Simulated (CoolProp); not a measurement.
Vapour-liquid equilibrium of ethylene (1) + 1-butene (2) at 0.092 MPa; x and y are mole fractions of (1).

Computed with CoolProp (multi-fluid Helmholtz-energy mixture model, Smukala 2000 and Lemmon 2005; pair parameters Bell 2016).

```tsv
x	bubble temperature, mixture model (K)	bubble temperature, Raoult's law (K)	y, mixture model	y, Raoult's law
0.05	234.7	232.7	0.749	0.780
0.15	206.5	206.5	0.959	0.961
0.25	194.2	194.6	0.985	0.986
0.35	186.8	187.3	0.993	0.993
0.45	181.8	182.2	0.996	0.997
0.55	178.0	178.4	0.998	0.998
0.65	175.0	175.3	0.999	0.999
0.75	172.6	172.7	0.999	0.999
0.85	170.5	170.5	1.000	1.000
0.95	168.6	168.6	1.000	1.000
```

The largest gap from Raoult's law is +2.0 K in bubble temperature, at x = 0.05. No azeotrope shows between x = 0.05 and 0.95.

Pair parameters are fitted to limited data, so mixtures are less certain than the pure fluids. The gap from Raoult's law changes sign with composition, which may be real or a fault of the pair parameters; it wasn't checked against measurements.
